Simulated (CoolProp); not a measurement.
The numbers come from the reference Helmholtz-energy equation of state, Lemmon 2006 in CoolProp. It is a short technical equation, of lower accuracy than the large ones.

Q: For n-nonane, give the phase and the cp (kJ/(kg K)), conductivity (mW/(m K)) at 600 K and 205 bar.

A: 
- 600 K and 205 bar: supercritical; cp 3.26, conductivity 95.6

Thermal conductivity comes from a separate model (Huber 2005).
